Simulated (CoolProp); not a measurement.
Saturation properties of hydrogen chloride.

Computed with CoolProp (reference Helmholtz-energy equation of state, Thol 2018).

```tsv
T (°C)	p (bar)	liquid density (kg/m³)	vapour density (kg/m³)	enthalpy of vaporisation (kJ/kg)	liquid cp (kJ/(kg K))
-90.95	0.7131	1200	1.757	___	1.657
-76.55	1.598	1164	3.714	434.5	1.666
-62.15	3.177	1126	___	417.4	___
-47.75	5.748	1087	12.34	398.2	1.719
-33.35	9.647	1044	20.32	___	1.771
-18.95	15.25	997.4	32.00	351.4	1.851
-4.55	22.95	945.6	48.91	322.0	1.977
9.85	33.21	886.1	73.71	286.3	2.196
24.25	46.57	813.6	111.9	240.6	2.652
```

Task: Fill in the missing entries.

Result: 
- -90.95, enthalpy of vaporisation (kJ/kg): 450.0
- -62.15, vapour density (kg/m³): 7.052
- -62.15, liquid cp (kJ/(kg K)): 1.685
- -33.35, enthalpy of vaporisation (kJ/kg): 376.5

It boils at -85.0 °C under 1 atm.
